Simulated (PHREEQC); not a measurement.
Consider water at 20 °C with 0.084 mol/kgw NaHCO3, 4.4e-05 mol/kgw NaOH and 0.028 mol/kgw NaCl. Closed to the air; pH follows from the charge balance.

Model: ion-association model, wateq4f.dat, run in PHREEQC.

```tsv
quantity	before	after
pH	8.07	8.23
NaHCO3 (mol/kgw)	0.00286	0.000153
CO2 (mol/kgw)	0.00124	0.000200
SI of Nahcolite (NaHCO3)	-1.69	-2.97
SI of Natron (Na2CO3:10H2O)	-4.17	-5.92
```

Question: Name the change that produced these shifts.
A) temperature from 20 to 70 °C
B) diluted 5-fold with water
C) NaHCO3 from 0.084 to 0.126 mol/kgw
D) NaCl replaced by CsCl at the same molality
E) temperature from 20 to 25 °C

Answer: B, diluted 5-fold with water

This is a speciation only: nothing precipitates in the calculation.
